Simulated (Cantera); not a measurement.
Feed: 1 mol AlI3, 36 mol N2, 1.5 mol H2, held at 1073 K.

Cantera equilibrium calculation (NASA polynomials, part measured and part estimated; ideal gas, pure solids and liquids). Candidate condensed phases: Al, AlI3, AlN, I2; 19 gas species. Rates play no part.

x: gas mole fraction; n: condensed amount in mol.

| P (Pa) | x N2 | x I | x HI | x H2 | x AlI3 | n AlN(s) |
|---|---|---|---|---|---|---|
| 10 | 0.890 | 0.0689 | 0.00625 | 0.0345 | 1.02e-5 | 0.999 |
| 28 | 0.892 | 0.0653 | 0.00968 | 0.0328 | 4.08e-5 | 0.998 |
| 77 | 0.894 | 0.0603 | 0.0143 | 0.0306 | 0.000146 | 0.994 |
| 220 | 0.898 | 0.0530 | 0.0203 | 0.0278 | 0.000478 | 0.981 |
| 600 | 0.902 | 0.0440 | 0.0263 | 0.0249 | 0.00123 | 0.952 |
| 1700 | 0.908 | … | … | … | … | 0.899 |
| 4600 | 0.913 | 0.0239 | 0.0359 | 0.0206 | 0.00414 | 0.839 |
| 13000 | 0.918 | 0.0158 | 0.0386 | 0.0193 | 0.00565 | 0.781 |
| 36000 | 0.921 | … | 0.0403 | 0.0186 | … | 0.737 |
| 100000 | 0.923 | 0.00628 | 0.0414 | 0.0182 | 0.00759 | 0.707 |

**Question.** Complete the blanks.

**Answer.** 
- 36000, x I: 0.0101
- 36000, x AlI3: 0.00680
- 1700, x I: 0.0335
- 1700, x HI: 0.0319
- 1700, x H2: 0.0224
- 1700, x AlI3: 0.00257
